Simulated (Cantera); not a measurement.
Standard-state values (1 bar) from the NASA 1993 polynomials, evaluated with Cantera. Values are per mole of reaction as written; species without (g) are pure solids or liquids, kept so even where they would boil at 1 bar.

### Question
Between 2575 and 2975 K, where is each reaction favourable under standard conditions?
- 3 C3H8(g) + 2 Ti2O3 ⇌ 4 Ti + 6 CH3OH(g) + 3 C

### Answer
- 3 C3H8(g) + 2 Ti2O3 ⇌ 4 Ti + 6 CH3OH(g) + 3 C: ΔG° is 837 kJ at 2575 K and 678 kJ at 2975 K; it stays positive (K < 1). ΔH° is 1852 kJ and ΔS° 394 J/K at 2975 K.
